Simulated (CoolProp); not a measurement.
A Linde-Hampson liquefier for CF4 (R14): isothermal reversible compression at 280 K from 1 atm to 25 MPa, throttling to 1 atm, return gas leaving the recuperator 0 K below the feed. Each further row changes one setting.

Computed with CoolProp (reference Helmholtz-energy equation of state, Platzer 1990). This equation is an older, rougher fit; its heat capacities, sound speeds and derivatives of the liquid may be far off and weren't checked against measurements.

| case | liquid yield per pass | compression work (kJ/kg of gas) |
|---|---|---|
| as stated | 0.341 | 126 |
| high pressure 50 MPa | 0.334 | 148 |
| warm-end temperature 310 K | 0.263 | 147 |
| warm-end gap 5 K | 0.330 | 126 |
